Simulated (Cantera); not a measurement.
Input (Python, Cantera):

```python
import numpy as np
import cantera as ct

gas = ct.Solution("gri30.yaml")
gas.TPX = 1473, 110000, {'CO': 0.013, 'O2': 0.0052, 'H2O': 0.00018, 'N2': 1}
reactor = ct.IdealGasConstPressureReactor(gas, energy="off", clone=False)
net = ct.ReactorNet([reactor])
net.rtol, net.atol = 1e-08, 1e-18
show = ['CO', 'O2', 'H2O', 'H', 'N2O', 'H2O2']
times = np.geomspace(0.0003, 20, 10)

steps = ct.SolutionArray(gas, extra=["t"])
rows = []
print(f"{'t/s':>10s}{'T/K':>9s}{'P/Pa':>11s}" + "".join(f"{s:>11s}" for s in show))
for t in times:
    while net.time < t:
        t_next = net.step()
        steps.append(gas.state, t=t_next)
    rows.append([np.interp(t, steps.t, y) for y in (steps.T, steps.P, *steps(*show).X.T)])
    print(f"{t:10.3e}{rows[-1][0]:9.1f}{rows[-1][1]:11.4g}" + "".join(f"{x:11.3e}" for x in rows[-1][2:]))
rate = np.gradient(steps.T, steps.t)
print("integrator steps:", len(steps.t))
if steps.T.max() > steps.T[0] + 200:
    print(f"time of steepest temperature rise: {steps.t[rate.argmax()]:.4e} s")
gas.TPX = 1473, 110000, {'CO': 0.013, 'O2': 0.0052, 'H2O': 0.00018, 'N2': 1}
gas.equilibrate("TP")
print(f"equilibrium (TP): T = {gas.T:.1f} K  " + "  ".join(f"{s} {gas[s].X[0]:.3e}" for s in show))
```

It prints:

```
       t/s      T/K       P/Pa         CO         O2        H2O          H        N2O       H2O2
 3.000e-04   1473.0    1.1e+05  1.277e-02  5.106e-03  1.768e-04  7.943e-10  8.312e-12  2.041e-15
 1.031e-03   1473.0    1.1e+05  1.277e-02  5.106e-03  1.767e-04  1.190e-08  1.209e-10  4.337e-14
 3.541e-03   1473.0    1.1e+05  1.274e-02  5.082e-03  1.751e-04  1.648e-06  1.646e-08  1.762e-11
 1.216e-02   1473.0    1.1e+05  7.272e-03  1.908e-03  3.026e-05  2.538e-04  8.343e-07  9.480e-10
 4.179e-02   1473.0    1.1e+05  3.595e-03  4.702e-04  1.033e-04  1.006e-04  3.164e-07  7.161e-10
 1.436e-01   1473.0    1.1e+05  2.683e-03  5.880e-05  1.449e-04  2.813e-05  1.044e-07  1.094e-10
 4.932e-01   1473.0    1.1e+05  2.566e-03  1.992e-06  1.585e-04  4.821e-06  1.636e-08  3.593e-12
 1.695e+00   1473.0    1.1e+05  2.562e-03  4.766e-08  1.610e-04  6.703e-07  2.565e-09  6.991e-14
 5.822e+00   1473.0    1.1e+05  2.562e-03  3.775e-09  1.613e-04  2.131e-07  8.069e-10  7.071e-15
 2.000e+01   1473.0    1.1e+05  2.561e-03  1.983e-09  1.613e-04  1.678e-07  5.527e-10  4.389e-15
integrator steps: 1837
equilibrium (TP): T = 1473.0 K  CO 2.550e-03  O2 1.572e-10  H2O 1.614e-04  H 4.886e-08  N2O 2.390e-12  H2O2 3.762e-16
```

Computed with Cantera and GRI-Mech 3.0 (53 species, 325 reactions).
